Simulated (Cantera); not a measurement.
Feed: 1 mol CF₄, 0.019 mol HCl, 0.75 mol H₂, equilibrated at 2.10 Pa.

Cantera equilibrium calculation (NASA polynomials, part measured and part estimated; ideal gas, pure solids and liquids). Candidate condensed phases: C, C₆H₆, C₇H₈, C₈H₁₈; 118 gas species. Gases not in the tables: C₂F₆ and larger saturated fluorocarbons. Equilibrium is a limit: real reactors are often held back by kinetics, nucleation or transport.

### Question
Which condensed phases are stable at each of these points (T (°C)): 1327, 1427, 1527, 1627, 1727, 1827, 1927, 2027, 2127, 2227, 2327?

### Answer
```
T (°C)  condensed phases  C condensed (%)
------  ----------------  ---------------
1327         C(graphite)             37.0
1427         C(graphite)             35.9
1527         C(graphite)             38.2
1627         C(graphite)             56.8
1727         C(graphite)             78.5
1827         C(graphite)             89.5
1927         C(graphite)             93.5
2027         C(graphite)             93.2
2127         C(graphite)             86.6
2227         C(graphite)             55.3
2327            gas only              0.0
```

From 1327 °C to 2227 °C the condensed part is C(graphite). At 2327 °C nothing is condensed.
